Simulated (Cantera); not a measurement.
Input (Python, Cantera) and output of one run.

```python
import numpy as np
import cantera as ct

gas_names = """
    F F2 N NF NF2 NF3 N2 Si SiF SiF2 SiF3 SiF4 SiN Si2 Si2N Si3
""".split()
cond_names = """
    Si(cr) Si(L) Si3N4(a)
""".split()


# ... load() reads the species with a 1 bar reference pressure and builds the phases ...
atoms = {
    'Si': {'Si': 1},
    'F2': {'F': 2},
    'N2': {'N': 2},
    'NF3': {'N': 1, 'F': 3},
}
top_T = {'Si3N4(a)': 2400}  # K; cautious upper limits of use, not melting points


# ... equilibrate(T, P, feed) seeds the gas with the atoms and calls Mixture.equilibrate('TP', solver="vcs", rtol=1e-11, max_steps=5000) ...
results = []
feed = {'Si': 1, 'F2': 0.6, 'N2': 54, 'NF3': 1}  # mol
T = 1325  # K
P = 4600  # Pa
mix = equilibrate(T, P, feed)
results.append((T, P, feed, dict(zip(mix.species_names, mix.species_moles))))
print(gas.report(threshold=1e-05))
for i in range(1, mix.n_phases):
    print(f"{mix.phase(i).name:16s} {mix.phase_moles(i):12.5e} mol")
```

It prints:

```
       temperature   1325 K
          pressure   4600 Pa
           density   0.012254 kg/m^3
  mean mol. weight   29.347 kg/kmol
   phase of matter   gas

                          1 kg             1 kmol
                     ---------------   ---------------
          enthalpy        1.6323e+05        4.7902e+06  J
   internal energy       -2.1216e+05       -6.2264e+06  J
           entropy            9106.8        2.6726e+05  J/K
    Gibbs function       -1.1903e+07       -3.4933e+08  J
 heat capacity c_p            1205.1             35365  J/K
 heat capacity c_v            921.75             27051  J/K

                      mass frac. Y      mole frac. X     chem. pot. / RT
                     ---------------   ---------------   ---------------
                 F         0.0023239         0.0035897           -22.499
                N2             0.934           0.97846            -28.74
              SiF4          0.063671          0.017953           -195.38
     [  +13 minor]        6.0334e-07        4.6599e-07

Si(cr)            0.00000e+00 mol
Si3N4(a)          0.00000e+00 mol
```

These are equilibrium values from Cantera (NASA tables, ideal gas, pure condensed phases), not measurements of a reactor.
